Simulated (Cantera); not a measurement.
Input: 1 mol Si, 3.3 mol Cl2, 0.25 mol N2, at 300 °C and 1.00 bar.

Equilibrium computed with Cantera from the NASA thermochemical tables; the gas is ideal and each condensed phase is pure. Candidate condensed phases: Si, Si3N4; 13 gas species. Kinetics and transport are ignored.

Base state: Cl2 0.510, SiCl4 0.392, N2 0.0980 (mole fractions); condensed: gas only.

### Question
What changes in the equilibrium state with this change: temperature from 300 °C to 827 °C?

### Answer
```json
[
 {"species": "Cl2", "before": "0.510", "after": "0.509"},
 {"species": "SiCl4", "before": "0.392", "after": "0.392"},
 {"species": "N2", "before": "0.0980", "after": "0.0980"},
 {"species": "Cl", "before": "4.38e-9", "after": "0.00108"}
]
```

### Question
What changes in the equilibrium state with this change: 0.14 mol H2 added?

### Answer
```csv
species,before,after
Cl2,0.510,0.431
SiCl4,0.392,0.372
HCl,0,0.104
N2,0.0980,0.0929
```
Further candidate phases: NH4Cl.
